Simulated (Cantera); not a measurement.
## Thermodynamics of titanium nitride, carbide and oxide coatings, feed Ti + CH4 + H2 + HCl

A closed system holds: 1 mol Ti, 8.9 mol CH4, 1.9 mol H2, 0.26 mol HCl, held at 1000 Pa.

Cantera equilibrium calculation (NASA polynomials, part measured and part estimated; ideal gas, pure solids and liquids). Candidate condensed phases: C, C6H6, C7H8, C8H18, Ti, TiC, TiCl2, TiCl3, TiCl4; 96 gas species. TiC: taken at fixed stoichiometry. Equilibrium is a limit: real reactors are often held back by kinetics, nucleation or transport.

From 727 °C to 1927 °C the condensed part is C(graphite) + TiC(s). The main Ti-bearing gas is TiCl3 at 727 °C and Ti at 1927 °C.

| T (°C) | log p H2 | log p H | log p HCl | log p C2H2 (acetylene) | log p CH4 | log p Cl | log p C2H | log p Ti | n C(graphite) | n TiC(s) |
|---|---|---|---|---|---|---|---|---|---|---|
| 727 | -2.01 | -9.65 | -3.89 | -10.95 | -5.03 | -11.56 | <-14 | <-14 | 7.88 | 1.000 |
| 827 | -2.01 | -8.59 | -3.89 | -9.88 | -5.46 | -10.52 | <-14 | <-14 | 7.89 | 1.000 |
| 927 | -2.01 | -7.71 | -3.89 | -8.99 | -5.81 | -9.65 | <-14 | <-14 | 7.90 | 1.000 |
| 1027 | -2.01 | -6.96 | -3.89 | -8.25 | -6.12 | -8.91 | <-14 | <-14 | 7.90 | 1.000 |
| 1127 | -2.01 | -6.32 | -3.89 | -7.60 | -6.38 | -8.28 | <-14 | <-14 | 7.90 | 1.000 |
| 1227 | -2.01 | -5.76 | -3.89 | -7.05 | -6.60 | -7.73 | -13.53 | <-14 | 7.90 | 1.000 |
| 1327 | -2.01 | -5.27 | -3.89 | -6.57 | -6.80 | -7.25 | -12.30 | -13.33 | 7.90 | 1.000 |
| 1427 | -2.01 | -4.83 | -3.89 | -6.14 | -6.97 | -6.82 | -11.22 | -12.09 | 7.90 | 1.000 |
| 1527 | -2.01 | -4.45 | -3.89 | -5.76 | -7.13 | -6.45 | -10.26 | -10.99 | 7.89 | 1.000 |
| 1627 | -2.01 | -4.11 | -3.89 | -5.43 | -7.27 | -6.11 | -9.41 | -10.00 | 7.88 | 1.000 |
| 1727 | -2.01 | -3.80 | -3.89 | -5.13 | -7.40 | -5.80 | -8.64 | -9.12 | 7.87 | 1.000 |
| 1827 | -2.02 | -3.52 | -3.90 | -4.86 | -7.52 | -5.53 | -7.94 | -8.32 | 7.84 | 1.000 |
| 1927 | -2.03 | -3.26 | -3.92 | -4.62 | -7.64 | -5.29 | -7.32 | -7.59 | 7.80 | 1.000 |
log p: log10 of the partial pressure in bar; n: condensed amount in mol.
